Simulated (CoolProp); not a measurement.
R1224YDZ along the isobar 17.1 bar: fugacity coefficient from the reference equation and from simpler models built on Tc = 428.7 K, pc = 33.34 bar, ω = 0.325; each cubic takes its own stable root.

Model: reference Helmholtz-energy equation of state, Akasaka 2023, in CoolProp.

```csv
T (K),phase,reference
285.6,liquid,0.05545
312.4,liquid,0.1368
339.2,liquid,0.2788
366,liquid,0.4905
419.6,gas,0.8130
446.4,gas,0.8502
473.1,gas,0.8783
```

**Question.** How far does each simpler model (van der Waals, Redlich-Kwong, Soave-Redlich-Kwong) lie from the reference over these 7 states: mean and median of the absolute difference, and the worst?

**Answer.** 
- van der Waals: mean 117.1 %, median 58.1 %, worst +426.2 % at 285.6 K and 17.1 bar
- Redlich-Kwong: mean 34.0 %, median 24.5 %, worst +103.2 % at 285.6 K and 17.1 bar
- Soave-Redlich-Kwong: mean 1.4 %, median 1.7 %, worst +2.6 % at 366 K and 17.1 bar

At some of these states van der Waals gives the other phase, because its saturation line lies elsewhere.
